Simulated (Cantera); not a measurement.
What does this Cantera script print?

```python
import numpy as np
import cantera as ct

gas_names = [...]  # 109 gases of nasa_gas.yaml made of C, Cl, H, Si
cond_names = """
    C(gr) C6H6(L) C7H8(L) C8H18(L),n-octa Si(cr) Si(L) SiC(b)
""".split()


# ... load() reads the species with a 1 bar reference pressure and builds the phases ...
atoms = {
    'CH3SiCl3': {'C': 1, 'H': 3, 'Si': 1, 'CL': 3},
    'CH4': {'C': 1, 'H': 4},
    'H2': {'H': 2},
}
top_T = {'C(gr)': 4500, 'SiC(b)': 3050}  # K; cautious upper limits of use, not melting points


# ... equilibrate(T, P, feed) seeds the gas with the atoms and calls Mixture.equilibrate('TP', solver="vcs", rtol=1e-11, max_steps=5000) ...
results = []
feed = {'CH3SiCl3': 1, 'CH4': 0.01, 'H2': 10}  # mol
P = 130  # Pa
for T in [2223, 2248, 2273, 2298, 2323, 2348, 2373, 2398, 2423, 2448, 2473, 2498]:
    mix = equilibrate(T, P, feed)
    results.append((T, P, feed, dict(zip(mix.species_names, mix.species_moles))))
    x = sorted(zip(gas.X, gas.species_names), reverse=True)
    print(f"T = {T:g} K  P = {P:g} Pa  gas = {mix.phase_moles(0):.4g} mol")
    print("   x: " + "  ".join(f"{s} {v:.3e}" for v, s in x if v > 0.001))
    print("   condensed (mol): " + ("  ".join(f"{mix.phase(i).name} {mix.phase_moles(i):.4g}"
          for i in range(1, mix.n_phases) if mix.phase_moles(i) > 1e-12) or "none"))
```

It prints:

```
T = 2223 K  P = 130 Pa  gas = 15 mol
   x: H2 6.187e-01  HCL 1.546e-01  H 1.398e-01  Si 4.068e-02  CL 2.535e-02  SiCL2 8.381e-03  SiC2 4.262e-03  SiCL 3.255e-03  Si2C 2.580e-03  C2H2,acetylene 1.796e-03
   condensed (mol): C(gr) 0.725  SiC(b) 0.06363
T = 2248 K  P = 130 Pa  gas = 15.27 mol
   x: H2 5.981e-01  H 1.576e-01  HCL 1.506e-01  Si 4.457e-02  CL 2.873e-02  SiCL2 6.958e-03  SiC2 5.119e-03  SiCL 3.208e-03  Si2C 2.471e-03  C2H2,acetylene 1.981e-03
   condensed (mol): C(gr) 0.7542
T = 2273 K  P = 130 Pa  gas = 15.5 mol
   x: H2 5.785e-01  H 1.772e-01  HCL 1.471e-01  Si 4.558e-02  CL 3.254e-02  SiC2 5.725e-03  SiCL2 5.448e-03  SiCL 2.964e-03  C2H2,acetylene 2.181e-03  Si2C 2.072e-03
   condensed (mol): C(gr) 0.731
T = 2298 K  P = 130 Pa  gas = 15.75 mol
   x: H2 5.581e-01  H 1.984e-01  HCL 1.428e-01  Si 4.620e-02  CL 3.656e-02  SiC2 6.334e-03  SiCL2 4.207e-03  SiCL 2.706e-03  C2H2,acetylene 2.388e-03  Si2C 1.715e-03
   condensed (mol): C(gr) 0.7057
T = 2323 K  P = 130 Pa  gas = 16.02 mol
   x: H2 5.367e-01  H 2.213e-01  HCL 1.376e-01  Si 4.646e-02  CL 4.076e-02  SiC2 6.938e-03  SiCL2 3.208e-03  C2H2,acetylene 2.599e-03  SiCL 2.443e-03  Si2C 1.403e-03
   condensed (mol): C(gr) 0.6784
T = 2348 K  P = 130 Pa  gas = 16.31 mol
   x: H2 5.144e-01  H 2.456e-01  HCL 1.318e-01  Si 4.639e-02  CL 4.510e-02  SiC2 7.530e-03  C2H2,acetylene 2.811e-03  SiCL2 2.417e-03  SiCL 2.183e-03  Si2C 1.137e-03
   condensed (mol): C(gr) 0.6492
T = 2373 K  P = 130 Pa  gas = 16.63 mol
   x: H2 4.912e-01  H 2.715e-01  HCL 1.254e-01  CL 4.954e-02  Si 4.602e-02  SiC2 8.105e-03  C2H2,acetylene 3.022e-03  SiCL 1.933e-03  SiCL2 1.801e-03
   condensed (mol): C(gr) 0.618
T = 2398 K  P = 130 Pa  gas = 16.96 mol
   x: H2 4.671e-01  H 2.987e-01  HCL 1.185e-01  CL 5.403e-02  Si 4.539e-02  SiC2 8.658e-03  C2H2,acetylene 3.227e-03  SiCL 1.697e-03  SiCL2 1.329e-03
   condensed (mol): C(gr) 0.5848
T = 2423 K  P = 130 Pa  gas = 17.32 mol
   x: H2 4.423e-01  H 3.271e-01  HCL 1.112e-01  CL 5.854e-02  Si 4.455e-02  SiC2 9.188e-03  C2H2,acetylene 3.422e-03  SiCL 1.479e-03
   condensed (mol): C(gr) 0.5495
T = 2448 K  P = 130 Pa  gas = 17.7 mol
   x: H2 4.167e-01  H 3.564e-01  HCL 1.038e-01  CL 6.300e-02  Si 4.355e-02  SiC2 9.691e-03  C2H2,acetylene 3.604e-03  SiCL 1.280e-03
   condensed (mol): C(gr) 0.512
T = 2473 K  P = 130 Pa  gas = 18.11 mol
   x: H2 3.907e-01  H 3.866e-01  HCL 9.613e-02  CL 6.738e-02  Si 4.241e-02  SiC2 1.017e-02  C2H2,acetylene 3.767e-03  SiCL 1.101e-03
   condensed (mol): C(gr) 0.4716
T = 2498 K  P = 130 Pa  gas = 18.54 mol
   x: H 4.172e-01  H2 3.643e-01  HCL 8.849e-02  CL 7.163e-02  Si 4.117e-02  SiC2 1.062e-02  C2H2,acetylene 3.907e-03
   condensed (mol): C(gr) 0.4278
```

Method: chemical equilibrium by Gibbs-energy minimisation in Cantera with the NASA 1993 tables (ideal gas, pure condensed phases). The feed counts by its element totals alone. The tables' values for SiCl are old estimates; treat these amounts as uncertain. Gases not in the tables: Si2H6 and higher silanes.
